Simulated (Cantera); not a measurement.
Input (Python, Cantera) and output of one run.

```python
import numpy as np
import cantera as ct

gas_names = [...]  # 113 gases of nasa_gas.yaml made of C, H, O, Ta
cond_names = """
    C(gr) C6H6(L) C7H8(L) C8H18(L),n-octa H2O(s) H2O(L) Ta(cr) Ta(L) TaC(s) TaC(L) Ta2O5(s) Ta2O5(L)
""".split()


# ... load() reads the species with a 1 bar reference pressure and builds the phases ...
atoms = {
    'Ta': {'Ta': 1},
    'O2': {'O': 2},
    'CH4': {'C': 1, 'H': 4},
}
top_T = {'C(gr)': 4500}  # K; cautious upper limits of use, not melting points


# ... equilibrate(T, P, feed) seeds the gas with the atoms and calls Mixture.equilibrate('TP', solver="vcs", rtol=1e-11, max_steps=5000) ...
results = []
feed = {'Ta': 1, 'O2': 0.97, 'CH4': 1.5}  # mol
P = 1333.22  # Pa
for T in [823, 973, 1123, 1273, 1423, 1573, 1723, 1873, 2023, 2173, 2323]:
    mix = equilibrate(T, P, feed)
    results.append((T, P, feed, dict(zip(mix.species_names, mix.species_moles))))

top = {s: max(r[3][s] / sum(r[3][g] for g in gas_names) for r in results) for s in gas_names}
cols = sorted((s for s in top if top[s] > 1e-06), key=lambda s: -top[s])[:8]
seen = [c for c in cond_names if any(r[3].get(c, 0) > 1e-12 for r in results)]
print("log10 of partial pressures in bar; condensed amounts in mol")
print(f"{'T/K':>10s}" + "".join(f"{s[:9]:>10s}" for s in cols + seen))
for T, P, feed, n in results:
    ng = sum(n[g] for g in gas_names)
    print(f"{T:10.4g}" + "".join(f"{np.log10(max(n[s] / ng * P / 1e5, 1e-99)):10.3f}" for s in cols)
          + "".join(f"{n.get(c, 0):10.4g}" for c in seen))
```

It prints:

```
log10 of partial pressures in bar; condensed amounts in mol
       T/K        H2        CO         H       CH4      TaO2       H2O       TaO       CO2     C(gr)    Ta(cr)    TaC(s)  Ta2O5(s)  Ta2O5(L)
       823    -1.880    -6.030   -12.075    -3.791   -30.106    -6.789   -34.023   -10.380      1.24         0    0.2241     0.388         0
       973    -1.882    -3.707    -9.907    -4.656   -23.894    -5.796   -27.382    -7.413     1.208         0     0.242     0.379         0
      1123    -1.990    -2.508    -8.366    -5.863   -19.297    -5.330   -22.324    -5.886         0         0     0.589    0.2055         0
      1273    -1.991    -2.508    -7.142    -7.272   -15.673    -5.160   -18.084    -5.896         0         0    0.5893    0.2054         0
      1423    -1.991    -2.508    -6.173    -8.379   -12.831    -5.031   -14.752    -5.904         0         0    0.5895    0.2053         0
      1573    -1.991    -2.508    -5.386    -9.269   -10.545    -4.931   -12.069    -5.910         0         0    0.5897    0.2052         0
      1723    -1.991    -2.509    -4.735   -10.000    -8.670    -4.852    -9.862    -5.914         0         0    0.5899    0.2051         0
      1873    -1.993    -2.509    -4.187   -10.611    -7.106    -4.789    -8.018    -5.918         0         0      0.59     0.205         0
      2023    -2.059    -2.355    -3.751   -11.149    -5.806    -4.754    -6.526    -5.719         0    0.8265         0   0.08644         0
      2173    -2.072    -2.360    -3.352   -11.794    -4.846    -4.542    -5.535    -5.545         0    0.8268         0         0   0.08366
      2323    -2.099    -2.373    -3.012   -12.380    -4.039    -4.387    -4.688    -5.414         0    0.8197         0         0   0.07039
```

Equilibrium computed with Cantera from the NASA thermochemical tables; the gas is ideal and each condensed phase is pure. Mutual solubility and eutectic melting of coexisting phases are not modelled. TaC: taken at fixed stoichiometry. Condensed phases not in the tables: Ta2C, N, O or C dissolved in the metal.
